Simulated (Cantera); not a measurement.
Charge: 1 mol NaI, a varied amount of H2, equilibrated at 2198 K and 280 Pa.

These are equilibrium values from Cantera (NASA tables, ideal gas, pure condensed phases), not measurements of a reactor. Candidate condensed phases: I2, Na, NaI; 9 gas species. Gases not in the tables: NaBr and NaI dimers. Rates play no part.

x: gas mole fraction; nothing condenses.

```tsv
n(H2) (mol)	x H2	x Na	x I	x H	x NaI	x HI	x NaH
1.7	0.429	0.228	0.225	0.0690	0.0461	0.00295	6.38e-5
2.4	0.505	0.193	0.191	0.0748	0.0332	0.00271	5.88e-5
3.5	0.584	0.157	0.155	0.0804	0.0218	0.00236	5.13e-5
5	0.651	0.125	0.123	0.0849	0.0139	0.00199	4.32e-5
7.2	0.710	0.0966	0.0950	0.0887	0.00826	0.00160	3.48e-5
10	0.754	…	…	0.0914	…	…	…
15	0.796	…	…	0.0939	…	…	…
22	0.826	0.0384	0.0378	0.0957	0.00131	0.000686	1.49e-5
31	0.846	0.0282	0.0277	0.0968	0.000701	0.000509	1.11e-5
45	0.862	0.0199	0.0195	0.0977	0.000350	0.000363	7.90e-6
65	0.873	0.0140	0.0138	0.0984	0.000174	0.000257	5.60e-6
93	0.881	0.00992	0.00974	0.0988	8.70e-5	0.000183	3.98e-6
```

Task: Fill in the missing entries.

Result: 
- 15, x Na: 0.0537
- 15, x I: 0.0527
- 15, x NaI: 0.00255
- 15, x HI: 0.000941
- 15, x NaH: 2.05e-5
- 10, x Na: 0.0750
- 10, x I: 0.0737
- 10, x NaI: 0.00498
- 10, x HI: 0.00128
- 10, x NaH: 2.78e-5
